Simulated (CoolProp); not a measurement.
CF4 (R14) along the isobar 12.7 bar: fugacity coefficient from the reference equation and from simpler models built on Tc = -45.8 °C, pc = 37.62 bar, ω = 0.178; each cubic takes its own stable root.

Model: reference Helmholtz-energy equation of state, Platzer 1990, in CoolProp. This equation is an older, rougher fit.

| T (°C) | phase | reference |
|---|---|---|
| -53.15 | gas | 0.8752 |
| -36.75 | gas | 0.9003 |
| -20.25 | gas | 0.9196 |
| -3.85 | gas | 0.9346 |
| 12.55 | gas | 0.9466 |
| 28.95 | gas | 0.9564 |
| 45.35 | gas | 0.9643 |
| 61.75 | gas | 0.9710 |
| 78.15 | gas | 0.9765 |
| 94.55 | gas | 0.9811 |

Q: How far does each simpler model (Soave-Redlich-Kwong, Peng-Robinson) lie from the reference over these 10 states: mean and median of the absolute difference, and the worst?

A: 
- Soave-Redlich-Kwong: mean 0.2 %, median 0.3 %, worst +0.3 % at 45.35 °C and 12.7 bar
- Peng-Robinson: mean 0.8 %, median 0.7 %, worst -1.4 % at -53.15 °C and 12.7 bar
